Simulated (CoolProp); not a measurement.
Dry air at 293.15 K and 0.376 MPa flows at 1.4 m/s in a round tube of 25 mm bore and 15 µm roughness, fully developed (64/Re and Nu = 3.66 if laminar; Colebrook and Gnielinski if turbulent). Each further row changes one setting.

Computed with CoolProp (reference Helmholtz-energy equation of state, Lemmon 2000). It is a pseudo-pure fit of the blend.

| case | Reynolds number | Darcy friction factor | pressure drop (Pa/m) | heat-transfer coefficient (W/(m² K)) | mass flow (kg/h) |
|---|---|---|---|---|---|
| as stated | (withheld) | (withheld) | (withheld) | (withheld) | 11.1 |
| velocity 2.8 m/s | 17200 | (withheld) | 19.7 | 49.4 | (withheld) |
| diameter 50 mm | 17200 | (withheld) | 2.41 | 24.1 | (withheld) |

Q: Some entries are withheld; supply them.

A: 
- as stated, Reynolds number: 8580
- as stated, Darcy friction factor: 0.0330
- as stated, pressure drop (Pa/m): 5.79
- as stated, heat-transfer coefficient (W/(m² K)): 27.7
- velocity 2.8 m/s, Darcy friction factor: 0.0281
- velocity 2.8 m/s, mass flow (kg/h): 22.1
- diameter 50 mm, Darcy friction factor: 0.0275
- diameter 50 mm, mass flow (kg/h): 44.3

Viscosity comes from a separate model (Lemmon 2004). Thermal conductivity comes from a separate model (Lemmon 2004).
